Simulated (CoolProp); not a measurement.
Vapour-liquid equilibrium of R113 (1) + acetone (2) at 0.0133 MPa; x and y are mole fractions of (1).

Values from CoolProp's multi-fluid Helmholtz-energy mixture model, Marx 1992 and Lemmon 2006; pair parameters Bell 2016.

```tsv
x	bubble temperature, mixture model (°C)	bubble temperature, Raoult's law (°C)	y, mixture model	y, Raoult's law
0.05	3.8	6.4	0.187	0.076
0.125	0.6	5.6	0.356	0.184
0.2	-1.4	4.8	0.456	0.284
0.275	-2.7	4.0	0.520	0.376
0.35	-3.5	3.2	0.565	0.462
0.425	-4.1	2.5	0.600	0.542
0.5	-4.5	1.8	0.629	0.616
0.575	-4.7	1.1	0.655	0.685
0.65	-4.8	0.4	0.683	0.750
0.725	-4.9	-0.2	0.715	0.810
0.8	-4.8	-0.9	0.757	0.867
0.875	-4.4	-1.5	0.816	0.919
0.95	-3.5	-2.1	0.907	0.969
```

The largest gap from Raoult's law is -6.7 K in bubble temperature, at x = 0.35. y crosses x between x = 0.65 and 0.725: the model has an azeotrope there.

Pair parameters are fitted to limited data, so mixtures are less certain than the pure fluids.
